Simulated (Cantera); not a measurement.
**Adiabatic ignition**

An adiabatic, constant-pressure homogeneous reactor starts with C3H8 : O2 : N2 = 1 : 2.5 : 9.4 (molar parts), equivalence ratio 2.0, at 1125 K and 9.60 bar.

Computed with Cantera and GRI-Mech 3.0 (53 species, 325 reactions). GRI-Mech 3.0 was tuned for natural gas; its chemistry of propane as a main component is partial and can be far from experiment.

| t (s) | T (K) | x C3H8 | x O2 | x CH4 | x OH | x CH3 | x H |
|---|---|---|---|---|---|---|---|
| 2.00e-6 | 1125 | 0.0775 | 0.194 | 4.74e-9 | 2.01e-11 | 1.20e-7 | 5.17e-11 |
| 4.31e-6 | 1125 | 0.0775 | 0.194 | 2.26e-8 | 4.38e-11 | 2.67e-7 | 5.74e-11 |
| 9.28e-6 | 1125 | 0.0775 | 0.194 | 1.09e-7 | 1.14e-10 | 6.06e-7 | 7.75e-11 |
| 2.00e-5 | 1125 | 0.0775 | 0.194 | 5.43e-7 | 3.43e-10 | 1.43e-6 | 1.56e-10 |
| 4.31e-5 | 1125 | 0.0775 | 0.194 | 2.81e-6 | 1.08e-9 | 3.50e-6 | 4.45e-10 |
| 9.28e-5 | 1125 | 0.0775 | 0.194 | 1.41e-5 | 2.57e-9 | 7.42e-6 | 1.01e-9 |
| 0.000200 | 1125 | 0.0774 | 0.194 | 5.29e-5 | 3.48e-9 | 9.65e-6 | 1.23e-9 |
| 0.000431 | 1125 | 0.0772 | 0.194 | 0.000146 | 3.96e-9 | 1.02e-5 | 1.37e-9 |
| 0.000928 | 1125 | 0.0768 | 0.194 | 0.000360 | 4.64e-9 | 1.07e-5 | 1.68e-9 |
| 0.00200 | 1125 | 0.0758 | 0.193 | 0.000868 | 6.48e-9 | 1.18e-5 | 2.59e-9 |
| 0.00431 | 1126 | 0.0725 | 0.191 | 0.00230 | 1.51e-8 | 1.59e-5 | 7.29e-9 |
| 0.00928 | 2300 | <1e-12 | 2.30e-7 | 1.08e-6 | 0.000136 | 1.68e-7 | 0.00119 |
| 0.0200 | 2301 | <1e-12 | 2.32e-7 | 3.36e-9 | 0.000137 | 5.26e-10 | 0.00119 |
| 0.0431 | 2301 | <1e-12 | 2.33e-7 | 3.32e-9 | 0.000137 | 5.20e-10 | 0.00119 |
| 0.0928 | 2301 | <1e-12 | 2.33e-7 | 3.32e-9 | 0.000137 | 5.19e-10 | 0.00119 |
| 0.200 | 2301 | <1e-12 | 2.33e-7 | 3.32e-9 | 0.000137 | 5.19e-10 | 0.00119 |
x: mole fraction; the columns are a selection and need not sum to one.

```json
{
  "time_of_steepest_temperature_rise": "7.63 ms",
  "temperature at 0.200 s": "2301 K",
  "equilibrium_temperature": "2301 K",
  "x(C3H8) at 0.200 s": "<1e-12 (gas-phase equilibrium <1e-12)",
  "x(O2) at 0.200 s": "2.33e-7 (gas-phase equilibrium 2.33e-7)",
  "x(CH4) at 0.200 s": "3.32e-9 (gas-phase equilibrium 3.71e-9)"
}
```
